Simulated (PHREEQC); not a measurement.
Synthetic water in mg/L, 5 °C, pH 6.32, pe 9.1: Na 11.7; K 0.839; Ca 4.44; Mg 0.239; Cl 0.566; S(6) as SO4 4.92; Alkalinity as HCO3 41.2; Cd 0.032; Zn 0.805; B 0.0607; Sr 0.514; N(5) as NO3 0.787; Br 0.0131.

Valence states are taken as typed.

Equilibrium calculation in PHREEQC: ion-association model, phreeqc.dat.

```
Item                             Value
--------------------  ----------------
ionic strength        0.000992 mol/kgw
charge-balance error             0.1 %
```

| species | molality | activity | log γ |
|---|---|---|---|
| CO2 | 0.00102 | 0.00102 | 0.000 |
| HCO3- | 0.000674 | 0.000651 | -0.015 |
| Na+ | 0.000509 | 0.000491 | -0.015 |
| Ca+2 | 0.000110 | 9.57e-5 | -0.059 |
| SO4-2 | 5.03e-5 | 4.39e-5 | -0.059 |
| K+ | 2.14e-5 | 2.07e-5 | -0.015 |
| Cl- | 1.60e-5 | 1.54e-5 | -0.015 |

This is a speciation only: nothing precipitates in the calculation. Complexes and solids missing from the database can't appear. Away from 25 °C the constants follow the database's enthalpies or fits; those with neither stay at their 25 °C values.
